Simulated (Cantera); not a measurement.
Diamond growth

A diamond (100) surface in a fixed gas of H2 with x(CH4) = 0.011, x(H) = 0.0012, at 1375 K, 0.0460 bar; coverages are run to steady state.

Computed with Cantera and the Harris–Goodwin 1993 mechanism for the reconstructed diamond (100) surface.

```tsv
x(CH3)	growth (µm/h)	θ c6HH	θ c6H*	θ c6*H	θ c6**	θ c6HM
1e-06	0.00364	0.399	0.0539	0.512	0.0352	4.04e-7
2.5e-06	0.00911	0.399	0.0539	0.512	0.0352	1.01e-6
6.3e-06	0.0229	0.399	0.0539	0.512	0.0352	2.54e-6
1.6e-05	0.0582	0.399	0.0539	0.512	0.0351	6.46e-6
3.9e-05	0.142	0.399	0.0539	0.511	0.0351	1.57e-5
9.8e-05	0.354	0.399	0.0539	0.511	0.0349	3.95e-5
0.00024	0.859	0.399	0.0538	0.511	0.0346	9.65e-5
0.00061	2.13	0.399	0.0537	0.510	0.0336	0.000243
0.0015	4.93	0.398	0.0535	0.508	0.0316	0.000589
```
θ: site fractions in the mechanism's names (c6HH fully hydrogenated, c6H* and c6*H radical sites, c6** diradical, c6HM methylated).
